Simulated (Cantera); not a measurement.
# Fluorocarbon and chlorocarbon gases: CF4 + F2

Feed: 1 mol CF4, 1 mol F2, held at 10.0 Pa.

Equilibrium computed with Cantera from the NASA thermochemical tables; the gas is ideal and each condensed phase is pure. Candidate condensed phases: C; 13 gas species. Gases not in the tables: C2F6 and larger saturated fluorocarbons. Rates play no part.

```tsv
T (°C)	x F	x CF4	x CF2	x CF	x C3	x C	n C(graphite)
1577	0.675	0.313	0.0116	7.11e-6	<1e-12	4.69e-11	0
1652	0.715	0.212	0.0702	0.000153	1.28e-11	3.86e-9	0
1727	0.773	0.0659	0.157	0.00108	7.51e-9	9.14e-8	0
1802	0.796	0.0115	0.187	0.00389	6.61e-7	1.07e-6	0
1877	0.850	0.00157	0.140	0.00784	8.57e-6	6.15e-6	0.215
1952	0.907	0.000186	0.0807	0.0114	3.98e-5	2.37e-5	0.486
2027	0.938	2.27e-5	0.0456	0.0156	0.000167	8.37e-5	0.644
2102	0.952	2.96e-6	0.0259	0.0207	0.000639	0.000272	0.714
2177	0.955	4.19e-7	0.0148	0.0267	0.00225	0.000825	0.706
2252	0.948	6.38e-8	0.00859	0.0334	0.00730	0.00234	0.593
2327	0.924	1.01e-8	0.00495	0.0405	0.0221	0.00624	0.243
```
x: gas mole fraction; n: condensed amount in mol.

From 1577 °C to 1802 °C nothing is condensed. From 1877 °C to 2327 °C the condensed part is C(graphite). The main C-bearing gas is CF4 at 1577 °C and C3 at 2327 °C.
